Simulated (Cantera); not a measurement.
**Hydrocarbon pyrolysis for carbon deposition**

A perfectly stirred reactor is fed with 10.6 % CH4, 89.4 % N2, at 1600 Pa; it is held at 1350 K, and followed from long to short residence time.

Computed with Cantera and GRI-Mech 3.0 (53 species, 325 reactions). GRI-Mech 3.0 stops at C3 and has no aromatics, soot or wall deposition, so with more carbon than oxygen in the feed, carbon stays in small species such as C2H2 where larger ones or solid carbon would form. Radical loss at walls, strong at low pressure, is not modelled.

| τ (s) | x CH4 | x CH3 | x CH2 | x H2 | x H | x C2H |
|---|---|---|---|---|---|---|
| 25 | 0.0988 | 5.54e-5 | 1.01e-9 | 0.00964 | 2.89e-7 | 5.63e-11 |
| 4.2 | 0.105 | 5.14e-5 | 8.20e-10 | 0.00117 | 4.12e-8 | 4.38e-12 |
| 0.71 | 0.106 | 2.15e-5 | 1.45e-10 | 4.20e-5 | 3.24e-9 | <1e-12 |
| 0.12 | 0.106 | 4.99e-6 | 7.89e-12 | 2.83e-6 | 1.14e-9 | <1e-12 |
| 0.020 | 0.106 | 8.65e-7 | <1e-12 | 4.34e-7 | 1.05e-9 | <1e-12 |
| 0.0033 | 0.106 | 1.42e-7 | <1e-12 | 7.05e-8 | 1.03e-9 | <1e-12 |
| 0.00055 | 0.106 | 2.29e-8 | <1e-12 | 1.10e-8 | 9.62e-10 | <1e-12 |
x: mole fraction; the columns are a selection and need not sum to one.
